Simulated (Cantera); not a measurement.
Gas mixture: C2H6 : NH3 : N2 = 0.61 : 0.27 : 0.59 (molar parts), at 1330 Pa, frozen composition.

Cantera's kinetic-theory transport with the Lennard-Jones parameters of GRI-Mech 3.0, ideal gas; thermal conductivity in the multicomponent form. Polar gases are described roughly by these parameters. The composition is frozen, though it would react at the higher temperatures.

D: mixture-averaged diffusion coefficient of that species in the mixture.

```tsv
T (K)	ρ (kg/m³)	cp (J/kg/K)	μ (µPa s)	λ (mW/m/K)	Pr	D (cm²/s) H2O	D (cm²/s) OH	D (cm²/s) CH3
400	0.0108	1710	15.9	36.1	0.754	24.5	34.8	24.7
550	0.00783	___	___	___	0.763	___	___	___
700	0.00615	2327	25.0	75.6	0.769	71.5	91.7	66.6
850	0.00506	2562	28.9	95.8	0.772	102	127	93.0
1000	0.00430	2773	32.5	116	0.774	137	168	123
1150	0.00374	2939	35.8	136	0.775	176	212	155
1300	0.00331	3079	39.0	155	0.775	218	260	191
1450	0.00297	3196	42.1	___	0.776	___	___	___
```

Fill in the missing entries.


- 550, cp (J/kg/K): 2039
- 550, μ (µPa s): 20.7
- 550, λ (mW/m/K): 55.3
- 550, D (cm²/s) H2O: 45.4
- 550, D (cm²/s) OH: 60.7
- 550, D (cm²/s) CH3: 43.7
- 1450, λ (mW/m/K): 173
- 1450, D (cm²/s) H2O: 264
- 1450, D (cm²/s) OH: 312
- 1450, D (cm²/s) CH3: 229
